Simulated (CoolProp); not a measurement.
Vapour-liquid equilibrium of CHF3 (R23) (1) + R152A (2) at 0.0363 MPa; x and y are mole fractions of (1).

Computed with CoolProp (multi-fluid Helmholtz-energy mixture model, Penoncello 2003 and Outcalt 1996; pair parameters Bell 2016).

Problem. Give the bubble temperature and the first vapour's composition at x = 0.5, 0.65, 0.8. Is there an azeotrope?

Solution. x = 0.5: 186.0 K, y = 0.973; x = 0.65: 181.6 K, y = 0.988; x = 0.8: 178.4 K, y = 0.995. No azeotrope shows between x = 0.05 and 0.95.

Pair parameters are fitted to limited data, so mixtures are less certain than the pure fluids.
